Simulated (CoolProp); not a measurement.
Vapour-liquid equilibrium of o-xylene (1) + n-nonane (2) at 1.01 MPa; x and y are mole fractions of (1).

The numbers come from the multi-fluid Helmholtz-energy mixture model, Zhou 2012 and Lemmon 2006; pair parameters Bell 2016 in CoolProp.

Problem. Give the bubble temperature and the first vapour's composition at x = 0.05, 0.275, 0.425. Is there an azeotrope?

Solution. x = 0.05: 537.5 K, y = 0.056; x = 0.275: 534.8 K, y = 0.298; x = 0.425: 533.4 K, y = 0.447. y crosses x between x = 0.8 and 0.875: the model has an azeotrope there.

The pair parameters rest on a limited set of measurements; away from them the model extrapolates.
